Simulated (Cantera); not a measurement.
An adiabatic, constant-pressure homogeneous reactor starts with H2 : O2 : N2 = 1 : 3.8 : 12.9 (molar parts), at 1648 K and 2.30 bar.

Computed with Cantera and the H2/O2 subset of GRI-Mech 3.0, which has no nitrogen chemistry. The hydrogen kinetics of GRI-Mech 3.0 are dated; newer H2 mechanisms differ, most at raised pressure.

One state of this run: T (K) = 1861; x H2 = 0.00172; x O2 = 0.182; x H2O = 0.0497; x OH = 0.00826; x H2O2 = 6.30e-7; x HO2 = 3.52e-5. x: mole fraction; the columns are a selection and need not sum to one.

Q: Which value of t (s) does it belong to?
(A) 0.000252
(B) 1.59e-5
(C) 0.0159
(D) 0.00399

A: B, 1.59e-5
